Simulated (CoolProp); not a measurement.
A closed Brayton cycle with nitrogen: compressor inlet 317.15 K and 4.2 MPa, high pressure 13.2 MPa, turbine inlet 940 K, compressor efficiency 0.89, turbine efficiency 0.93, recuperator effectiveness 0 (on enthalpy, no pinch check). Each further row changes one setting.

Computed with CoolProp (reference Helmholtz-energy equation of state, Span 2000).

```csv
case,thermal efficiency (%),net work (kJ/kg),compressor to turbine work,compressor exit (K),turbine exit (K)
as stated,21.5,117,0.56,456.9,712.1
turbine inlet 890 K,?,103,0.59,456.9,672.3
compressor inlet 327.15 K,?,?,?,471.1,712.1
high pressure 11.2 MPa,?,108,0.53,434.0,741.3
recuperator effectiveness 0.5,28.8,117,0.56,456.9,712.1
```

Question: Fill in the missing entries.

Answer: 
- turbine inlet 890 K, thermal efficiency (%): 21.1
- compressor inlet 327.15 K, thermal efficiency (%): 21.2
- compressor inlet 327.15 K, net work (kJ/kg): 112
- compressor inlet 327.15 K, compressor to turbine work: 0.58
- high pressure 11.2 MPa, thermal efficiency (%): 19.0
